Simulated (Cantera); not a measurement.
An adiabatic, constant-volume homogeneous reactor starts with CO : H₂ : O₂ : N₂ = 1 : 0.35 : 0.675 : 2.54 (molar parts), at 1700 K and 4.93 atm. Integrator tolerance rtol = 1e-08.

Detailed kinetics in Cantera: GRI-Mech 3.0 (53 species, 325 reactions). The hydrogen kinetics of GRI-Mech 3.0 are dated; newer H2 mechanisms differ, most at raised pressure. Above 3000 K some thermodynamic fits are extrapolated.

Problem. What does this change do: initial temperature 1700 to 1575 K?

Solution. 
```json
[
 {"quantity": "time of steepest temperature rise", "before": "2.47 µs", "after": "3.39 µs"},
 {"quantity": "temperature at 3.00 s", "before": "3091 K", "after": "3062 K"},
 {"quantity": "equilibrium temperature", "before": "3091 K", "after": "3062 K"},
 {"quantity": "x(CO) at 3.00 s", "before": "0.107 (gas-phase equilibrium 0.107)", "after": "0.101 (gas-phase equilibrium 0.101)"},
 {"quantity": "x(H₂) at 3.00 s", "before": "0.00685 (gas-phase equilibrium 0.00685)", "after": "0.00639 (gas-phase equilibrium 0.00639)"},
 {"quantity": "x(O₂) at 3.00 s", "before": "0.0383 (gas-phase equilibrium 0.0383)", "after": "0.0366 (gas-phase equilibrium 0.0366)"},
 {"quantity": "x(N₂O) at 3.00 s", "before": "2.83e-6 (gas-phase equilibrium 2.83e-6)", "after": "2.77e-6 (gas-phase equilibrium 2.77e-6)"},
 {"quantity": "x(CO₂) at 3.00 s", "before": "0.132 (gas-phase equilibrium 0.132)", "after": "0.139 (gas-phase equilibrium 0.139)"},
 {"quantity": "x(H₂O) at 3.00 s", "before": "0.0638 (gas-phase equilibrium 0.0638)", "after": "0.0658 (gas-phase equilibrium 0.0658)"}
]
```
